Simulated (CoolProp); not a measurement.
Carbon monoxide along the isobar 19.4 MPa: fugacity coefficient from the reference equation and from simpler models built on Tc = 132.9 K, pc = 3.498 MPa, ω = 0.050; each cubic takes its own stable root.

Values from CoolProp's reference Helmholtz-energy equation of state, Lemmon 2006. It is a short technical equation, of lower accuracy than the large ones.

```tsv
T (K)	phase	reference
88.4	liquid	0.02509
104	liquid	0.07415
119.5	liquid	0.1545
135.1	supercritical	0.2598
150.7	supercritical	0.3767
166.2	supercritical	0.4916
181.8	supercritical	0.5971
197.4	supercritical	0.6879
213	supercritical	0.7634
228.5	supercritical	0.8249
244.1	supercritical	0.8751
259.7	supercritical	0.9158
275.2	supercritical	0.9487
```

Q: How far does each simpler model (van der Waals, Redlich-Kwong, Soave-Redlich-Kwong) lie from the reference over these 13 states: mean and median of the absolute difference, and the worst?

A: 
- van der Waals: mean 39.5 %, median 8.4 %, worst +256.6 % at 88.4 K and 19.4 MPa
- Redlich-Kwong: mean 2.2 %, median 2.2 %, worst -4.3 % at 88.4 K and 19.4 MPa
- Soave-Redlich-Kwong: mean 3.1 %, median 3.6 %, worst +4.0 % at 181.8 K and 19.4 MPa
